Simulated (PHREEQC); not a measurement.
TMAH is added in steps, without added water, to 1 kg of water holding 0.0059 mol/kgw NaHSO4 and 0.0041 mol/kgw NaF, at 25 °C. O2 is buffered at 0.21 atm. No CO2 enters from the air. Precipitation was switched off in this run.

Base run: PHREEQC, ion-association model, wateq4f.dat. Each further column changes one thing. The table gives pH.

```json
[
 {"TMAH added (mol)": "0", "base": "2.70", "NaF from 0.0041 to 0.041 mol/kgw": "3.92", "diluted 2-fold with water": "2.89", "NaF left out": "2.38", "solids may form": "2.70"},
 {"TMAH added (mol)": "0.000825", "base": "2.80", "NaF from 0.0041 to 0.041 mol/kgw": "3.99", "diluted 2-fold with water": "3.09", "NaF left out": "2.45", "solids may form": "2.80"},
 {"TMAH added (mol)": "0.001238", "base": "2.86", "NaF from 0.0041 to 0.041 mol/kgw": "4.03", "diluted 2-fold with water": "3.22", "NaF left out": "2.49", "solids may form": "2.86"},
 {"TMAH added (mol)": "0.002063", "base": "2.99", "NaF from 0.0041 to 0.041 mol/kgw": "4.13", "diluted 2-fold with water": "3.58", "NaF left out": "2.58", "solids may form": "2.99"},
 {"TMAH added (mol)": "0.002475", "base": "3.07", "NaF from 0.0041 to 0.041 mol/kgw": "4.18", "diluted 2-fold with water": "3.89", "NaF left out": "2.63", "solids may form": "3.07"},
 {"TMAH added (mol)": "0.0033", "base": "3.24", "NaF from 0.0041 to 0.041 mol/kgw": "4.31", "diluted 2-fold with water": "10.50", "NaF left out": "2.75", "solids may form": "3.24"},
 {"TMAH added (mol)": "0.004125", "base": "3.47", "NaF from 0.0041 to 0.041 mol/kgw": "4.49", "diluted 2-fold with water": "11.02", "NaF left out": "2.92", "solids may form": "3.47"},
 {"TMAH added (mol)": "0.004537", "base": "3.61", "NaF from 0.0041 to 0.041 mol/kgw": "4.61", "diluted 2-fold with water": "11.15", "NaF left out": "3.04", "solids may form": "3.61"},
 {"TMAH added (mol)": "0.005363", "base": "4.07", "NaF from 0.0041 to 0.041 mol/kgw": "5.02", "diluted 2-fold with water": "11.33", "NaF left out": "3.44", "solids may form": "4.07"},
 {"TMAH added (mol)": "0.005775", "base": "4.73", "NaF from 0.0041 to 0.041 mol/kgw": "5.66", "diluted 2-fold with water": "11.40", "NaF left out": "4.08", "solids may form": "4.73"},
 {"TMAH added (mol)": "0.0066", "base": "10.78", "NaF from 0.0041 to 0.041 mol/kgw": "10.75", "diluted 2-fold with water": "11.51", "NaF left out": "10.79", "solids may form": "10.78"}
]
```

(CH3)4N+ isn't in the database: it is added as a free cation with an ion size of 4 Å. Solids allowed in the column 'solids may form': Mirabilite.
